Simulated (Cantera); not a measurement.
Moist CO burnout

An isothermal, constant-pressure homogeneous reactor starts with 0.329 % CO, 4.57 % O2, 3.75 % H2O, 91.4 % N2, equivalence ratio 0.036, at 973 K and 0.257 atm.

Computed with Cantera and GRI-Mech 3.0 (53 species, 325 reactions).

```tsv
t (s)	x CO	x O2	x H2O	x NO	x CO2
0.000200	0.00329	0.0457	0.0375	<1e-12	4.47e-12
0.000535	0.00329	0.0457	0.0375	<1e-12	1.25e-11
0.00143	0.00329	0.0457	0.0375	<1e-12	4.10e-11
0.00382	0.00329	0.0457	0.0375	<1e-12	2.21e-10
0.0102	0.00329	0.0457	0.0375	<1e-12	3.49e-9
0.0273	0.00329	0.0457	0.0375	<1e-12	1.27e-6
0.0731	0.00237	0.0452	0.0374	1.41e-10	0.000918
0.196	0.000904	0.0445	0.0375	3.20e-10	0.00239
0.523	0.000207	0.0442	0.0375	3.50e-10	0.00309
1.40	2.79e-5	0.0441	0.0375	3.49e-10	0.00327
3.74	2.68e-6	0.0441	0.0375	3.72e-10	0.00329
10.0	2.29e-7	0.0441	0.0375	3.98e-10	0.00329
```
x: mole fraction; the columns are a selection and need not sum to one.

Equilibrium at this temperature and pressure: CO <1e-12, O2 0.0441, H2O 0.0375, NO 1.15e-5, CO2 0.00329 (gas phase only).
